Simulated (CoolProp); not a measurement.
Propyne along the isotherm 278 K: fugacity coefficient from the reference equation and from simpler models built on Tc = 402.7 K, pc = 56.58 bar, ω = 0.204; each cubic takes its own stable root.

Values from CoolProp's reference Helmholtz-energy equation of state, Polt 1992. This equation is an older, rougher fit; its heat capacities, sound speeds and derivatives of the liquid may be far off and weren't checked against measurements.

```json
[
 {"p (bar)": "0.0895", "phase": "gas", "reference": "0.9981", "van der Waals": "0.9989", "Redlich-Kwong": "0.9985", "Soave-Redlich-Kwong": "0.9984", "Peng-Robinson": "0.9983"},
 {"p (bar)": "0.151", "phase": "gas", "reference": "0.9969", "van der Waals": "0.9981", "Redlich-Kwong": "0.9975", "Soave-Redlich-Kwong": "0.9973", "Peng-Robinson": "0.9971"},
 {"p (bar)": "0.255", "phase": "gas", "reference": "0.9947", "van der Waals": "0.9968", "Redlich-Kwong": "0.9957", "Soave-Redlich-Kwong": "0.9954", "Peng-Robinson": "0.9951"},
 {"p (bar)": "0.43", "phase": "gas", "reference": "0.9910", "van der Waals": "0.9946", "Redlich-Kwong": "0.9928", "Soave-Redlich-Kwong": "0.9922", "Peng-Robinson": "0.9918"},
 {"p (bar)": "0.726", "phase": "gas", "reference": "0.9848", "van der Waals": "0.9910", "Redlich-Kwong": "0.9878", "Soave-Redlich-Kwong": "0.9868", "Peng-Robinson": "0.9862"},
 {"p (bar)": "1.22", "phase": "gas", "reference": "0.9745", "van der Waals": "0.9848", "Redlich-Kwong": "0.9795", "Soave-Redlich-Kwong": "0.9779", "Peng-Robinson": "0.9768"},
 {"p (bar)": "2.07", "phase": "gas", "reference": "0.9564", "van der Waals": "0.9743", "Redlich-Kwong": "0.9652", "Soave-Redlich-Kwong": "0.9625", "Peng-Robinson": "0.9607"},
 {"p (bar)": "3.49", "phase": "liquid", "reference": "0.8362", "van der Waals": "0.9566", "Redlich-Kwong": "0.9414", "Soave-Redlich-Kwong": "0.8388", "Peng-Robinson": "0.8351"},
 {"p (bar)": "5.89", "phase": "liquid", "reference": "0.4987", "van der Waals": "0.9267", "Redlich-Kwong": "0.6942", "Soave-Redlich-Kwong": "0.5006", "Peng-Robinson": "0.4980"},
 {"p (bar)": "9.93", "phase": "liquid", "reference": "0.2990", "van der Waals": "0.8762", "Redlich-Kwong": "0.4169", "Soave-Redlich-Kwong": "0.3005", "Peng-Robinson": "0.2985"},
 {"p (bar)": "16.8", "phase": "liquid", "reference": "0.1800", "van der Waals": "0.5611", "Redlich-Kwong": "0.2516", "Soave-Redlich-Kwong": "0.1813", "Peng-Robinson": "0.1796"},
 {"p (bar)": "28.3", "phase": "liquid", "reference": "0.1102", "van der Waals": "0.3504", "Redlich-Kwong": "0.1547", "Soave-Redlich-Kwong": "0.1113", "Peng-Robinson": "0.1099"}
]
```

At some of these states van der Waals, Redlich-Kwong gives the other phase, because its saturation line lies elsewhere.
